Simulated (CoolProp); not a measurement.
Isohexane at 436.02 K and 0.551 MPa is compressed adiabatically to 4.36 MPa with isentropic efficiency 0.6. Each further row changes one setting.

The numbers come from the reference Helmholtz-energy equation of state, Lemmon 2006 in CoolProp. It is a short technical equation, of lower accuracy than the large ones.

```json
[
 {"case": "as stated", "work (kJ/kg)": "___", "final temperature (K)": "___", "final density (kg/m³)": "___"},
 {"case": "efficiency 1", "work (kJ/kg)": "60.6", "final temperature (K)": "___", "final density (kg/m³)": "___"},
 {"case": "efficiency 0.65", "work (kJ/kg)": "93.2", "final temperature (K)": "___", "final density (kg/m³)": "___"}
]
```

What belongs in the gaps?


- as stated, work (kJ/kg): 101
- as stated, final temperature (K): 528.0
- as stated, final density (kg/m³): 227
- efficiency 1, final temperature (K): 521.0
- efficiency 1, final density (kg/m³): 277
- efficiency 0.65, final temperature (K): 526.7
- efficiency 0.65, final density (kg/m³): 236
